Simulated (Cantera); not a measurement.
An isothermal plug-flow reactor at 525 K and 0.680 bar (inlet), inlet velocity 0.085 m/s, active area per volume 1300 1/m; feed CO : O₂ : N₂ : H₂O = 0.0093 : 0.032 : 0.79 : 0.098 (molar parts), equivalence ratio 0.15.

Model: Deutschmann's 1995 Pt surface mechanism with GRI-Mech 3.0 gas chemistry, integrated in Cantera. Catalytic surfaces can have several steady states; this one follows from the mechanism file's or the stated starting coverage. Mass transfer to the wall is taken as infinitely fast.

Q: What does this change do: inlet velocity 0.085 to 0.18 m/s?

A: 
```json
[
 {"quantity": "x(CO) at z = 0.021 m", "before": "0.00945", "after": "0.00975"},
 {"quantity": "x(O₂) at z = 0.021 m", "before": "0.0342", "after": "0.0343"},
 {"quantity": "x(H₂O) at z = 0.021 m", "before": "0.105", "after": "0.105"},
 {"quantity": "x(CO₂) at z = 0.021 m", "before": "0.000564", "after": "0.000262"},
 {"quantity": "θ(free Pt) at the exit", "before": "0.00170", "after": "0.00167"},
 {"quantity": "θ(O*) at the exit", "before": "0.00294", "after": "0.00283"},
 {"quantity": "θ(CO*) at the exit", "before": "0.995", "after": "0.995"}
]
```

Q: What does this change do: pressure from 0.680 bar to 0.330 bar?

A: 
| quantity | before | after |
|---|---|---|
| x(CO) at z = 0.021 m | 0.00945 | 0.00881 |
| x(O₂) at z = 0.021 m | 0.0342 | 0.0339 |
| x(H₂O) at z = 0.021 m | 0.105 | 0.106 |
| x(CO₂) at z = 0.021 m | 0.000564 | 0.00121 |
| θ(free Pt) at the exit | 0.00170 | 0.00256 |
| θ(O*) at the exit | 0.00294 | 0.00318 |
| θ(CO*) at the exit | 0.995 | 0.994 |
